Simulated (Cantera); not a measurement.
Standard-state values (1 bar) from the NASA 1993 polynomials, evaluated with Cantera. Values are per mole of reaction as written; species without (g) are pure solids or liquids, kept so even where they would boil at 1 bar.

10 N₂O(g) + P₄(g) ⇌ P₄O₁₀(g) + 10 N₂(g)

```csv
T (K),ΔH° (kJ),ΔS° (J/K),ΔG° (kJ),log10 K
1825,…,…,…,…
1925,-3776.0,-147.2,-3492.7,94.77
2025,…,…,…,…
2125,-3777.8,-148.1,-3463.1,85.13
2225,-3778.8,-148.6,-3448.3,80.95
2325,-3779.9,-149.0,-3433.4,77.14
2425,-3781.1,-149.5,-3418.5,73.63
2525,-3782.3,-150.0,-3403.5,70.41
2625,-3783.6,-150.5,-3388.5,67.43
2725,-3785.0,-151.0,-3373.4,64.66
2825,…,…,…,…
```

Problem. Some entries are withheld; supply them.

Solution. 
- 1825, ΔH° (kJ): -3775.2
- 1825, ΔS° (J/K): -146.8
- 1825, ΔG° (kJ): -3507.3
- 1825, log10 K: 100.38
- 2025, ΔH° (kJ): -3776.8
- 2025, ΔS° (J/K): -147.6
- 2025, ΔG° (kJ): -3477.9
- 2025, log10 K: 89.71
- 2825, ΔH° (kJ): -3786.4
- 2825, ΔS° (J/K): -151.6
- 2825, ΔG° (kJ): -3358.3
- 2825, log10 K: 62.09
